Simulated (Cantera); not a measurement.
Input: 1 mol Mg(OH)2, 0.41 mol H2, 3.2 mol CO2, held at 6.80 bar.

Cantera equilibrium calculation (NASA polynomials, part measured and part estimated; ideal gas, pure solids and liquids). Candidate condensed phases: C, C6H6, C7H8, C8H18, H2O, Mg, MgCO3, MgO, Mg(OH)2; 116 gas species. The numbers say what is thermodynamically allowed, not how fast it happens.

Q: Which condensed phases are stable at each of these points (T (K)): 575, 625, 675, 725, 775, 825, 875, 925, 975?

A: 
| T (K) | condensed phases | Mg condensed (%) |
|---|---|---|
| 575 | C(graphite) + MgCO3(s) | 100.0 |
| 625 | MgCO3(s) | 100.0 |
| 675 | MgCO3(s) | 100.0 |
| 725 | MgCO3(s) | 100.0 |
| 775 | MgO(s) | 100.0 |
| 825 | MgO(s) | 100.0 |
| 875 | MgO(s) | 100.0 |
| 925 | MgO(s) | 100.0 |
| 975 | MgO(s) | 100.0 |

At 575 K the condensed part is C(graphite) + MgCO3(s). From 625 K to 725 K the condensed part is MgCO3(s). From 775 K to 975 K the condensed part is MgO(s).
